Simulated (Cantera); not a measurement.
Feed: 1 mol TiO₂, 0.69 mol C, 1.5 mol CO, equilibrated at 900 °C and 1000 Pa.

These are equilibrium values from Cantera (NASA tables, ideal gas, pure condensed phases), not measurements of a reactor. Candidate condensed phases: C, Ti, TiC, TiO, TiO₂, Ti₂O₃, Ti₃O₅, Ti₄O₇; 15 gas species. Condensed phases not in the tables: Magnéli phases beyond Ti₄O₇. Kinetics and transport are ignored.

**Question.** What is the equilibrium state?

**Answer.** 
- x(CO): 1.000
- x(CO₂): 0.000278
- n(C(graphite)): 0.440 mol
- n(Ti₄O₇(s)): 0.250 mol
- gas amount: 1.750 mol
- log10 activity of Ti₃O₅(s) (absent): -0.12
- log10 activity of Ti₂O₃(s) (absent): -0.46
- log10 activity of Ti(β) (absent): -9.49
